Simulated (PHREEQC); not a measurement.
Solution (75 °C): 1.1 mmol/kgw Cu(NO3)2, 0.97 mmol/kgw HCl and 0.04 mmol/kgw FeCl3. Closed to the air; pH follows from the charge balance.

Model: ion-association model, wateq4f.dat, run in PHREEQC.

Q: The ionic strength comes out as 0.00437 mol/kgw. What activity coefficients do Fe(OH)2+, FeOH+2, NO3-, H+, CuCl+ get?

A: Fe(OH)2+ 0.93, FeOH+2 0.73, NO3- 0.92, H+ 0.93, CuCl+ 0.92.

This is a speciation only: nothing precipitates in the calculation. Examples of supersaturated solids here: Hematite (slow to form), Goethite (slow to form). Others may be too. Complexes and solids missing from the database can't appear. At this temperature some constants are extrapolated from 25 °C, and those without enthalpy data are left unchanged.
